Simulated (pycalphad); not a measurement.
## Freezing of Zr-Si alloys with rising Si

Source of the numbers: pycalphad with the COST 507 light-alloy database (1999); pressure 1 atm. These are 1990s assessments: newer ones move some temperatures and phases. Phase fractions are per mole of atoms.

Scheil-Gulliver runs (no diffusion in the solid, steps of 4 K) beside full equilibrium.

| alloy | liquidus (K) | Scheil, half solid (K) | Scheil, 80 % solid (K) | Scheil, invariant end (K) | liquid left at that end | equilibrium solidus (K) |
|---|---|---|---|---|---|---|
| Zr-3.14Si (at.%) | 2048 | 1922 | at the invariant end | 1814 | 0.37 | 1814 |
| Zr-6.28Si (at.%) | 1923 | at the invariant end | at the invariant end | 1814 | 0.75 | 1814 |
| Zr-9.42Si (at.%) | 1856 | at the invariant end | at the invariant end | 1814 | 0.94 | 1814 |
| Zr-12.56Si (at.%) | 1975 | at the invariant end | at the invariant end | 1814 | 0.77 | 1814 |
